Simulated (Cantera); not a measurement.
Input: 1 mol Zr, 0.39 mol O2, 48 mol N2, at 2123 K.

These are equilibrium values from Cantera (NASA tables, ideal gas, pure condensed phases), not measurements of a reactor. Candidate condensed phases: Zr, ZrN, ZrO2; 13 gas species. Mutual solubility and eutectic melting of coexisting phases are not modelled. ZrN: taken at fixed stoichiometry. Condensed phases not in the tables: solid solutions among these carbides, nitrides and lower oxides. The numbers say what is thermodynamically allowed, not how fast it happens.

Question: At 1.00 Pa, list the 4 most abundant gas species with their mole fractions, and the condensed phases.

Answer: N2 0.994, ZrO 0.00608, ZrO2 4.91e-5, Zr 3.86e-5. Condensed: ZrN(s) + ZrO2(tetragonal).
